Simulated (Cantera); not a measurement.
Feed: 1 mol C, 1.5 mol H2O, equilibrated at 2052 °C and 7.80 mbar.

These are equilibrium values from Cantera (NASA tables, ideal gas, pure condensed phases), not measurements of a reactor. Candidate condensed phases: C, C6H6, C7H8, C8H18, H2O; 110 gas species. Equilibrium is a limit: real reactors are often held back by kinetics, nucleation or transport.

Base state: H2 0.375, CO 0.357, H2O 0.159, H 0.0763, CO2 0.0265, OH 0.00538, O 0.000743, O2 0.000131 (mole fractions); condensed: gas only.

What changes in the equilibrium state with this change: temperature from 2052 °C to 1175 °C?


```json
[
 {"species": "H2", "before": "0.375", "after": "0.449"},
 {"species": "CO", "before": "0.357", "after": "0.350"},
 {"species": "H2O", "before": "0.159", "after": "0.150"},
 {"species": "H", "before": "0.0763", "after": "7.01e-5"},
 {"species": "CO2", "before": "0.0265", "after": "0.0495"},
 {"species": "O", "before": "0.000743", "after": "<1e-9"},
 {"species": "O2", "before": "0.000131", "after": "<1e-9"}
]
```

What changes in the equilibrium state with this change: pressure from 7.80 mbar to 52.0 mbar?


| species | before | after |
|---|---|---|
| H2 | 0.375 | 0.406 |
| CO | 0.357 | 0.367 |
| H2O | 0.159 | 0.168 |
| H | 0.0763 | 0.0307 |
| CO2 | 0.0265 | 0.0267 |
| O2 | 0.000131 | 1.88e-5 |
| O | 0.000743 | 0.000109 |
| OH | 0.00538 | 0.00212 |
